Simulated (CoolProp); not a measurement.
A simple Rankine cycle with water: condensing at 319.15 K, boiler at 0.0848 MPa, turbine inlet 408.2 K, turbine efficiency 0.85, pump efficiency 0.7, no recuperator. Each further row changes one setting.

Computed with CoolProp (reference Helmholtz-energy equation of state, Wagner 2002).

```tsv
case	thermal efficiency (%)	net work (kJ/kg)	heat in (kJ/kg)	turbine exit temperature (K)	volume ratio over the turbine
as stated	11.0	281	2560	319.1	6.27
turbine inlet 428.2 K	11.1	289	2590	319.1	6.05
condensing temperature 311.15 K	12.7	329	2590	311.2	9.19
boiler pressure 0.0594 MPa	9.3	237	2560	319.1	4.47
turbine efficiency 0.75	9.7	248	2560	319.1	6.36
```

The expansion ends wet for: as stated; turbine inlet 428.2 K; condensing temperature 311.15 K; boiler pressure 0.0594 MPa; turbine efficiency 0.75.
